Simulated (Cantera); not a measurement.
Mixture: CH4 : O2 : N2 = 1 : 1.05 : 6.74 (molar parts), equivalence ratio 1.9, at 1.00 atm, adiabatic and at constant volume. Ignition delay is the time to a rise of 400 K.

Computed with Cantera and GRI-Mech 3.0 (53 species, 325 reactions).

Task: What does this change do: pressure from 1.00 atm to 9.87 atm?

Result: 
| quantity | before | after |
|---|---|---|
| delay at 1225 K | 71.3 ms | 7.65 ms |
| delay at 1300 K | 25.8 ms | 3.22 ms |
| delay at 1375 K | 9.86 ms | 1.42 ms |
| delay at 1450 K | 4.00 ms | 0.646 ms |
| delay at 1525 K | 1.73 ms | 0.303 ms |
| delay at 1600 K | 0.812 ms | 0.146 ms |
| delay at 1675 K | 0.415 ms | 73.4 µs |
| apparent activation energy between 1525 and 1675 K | 200 kJ/mol | 200 kJ/mol |
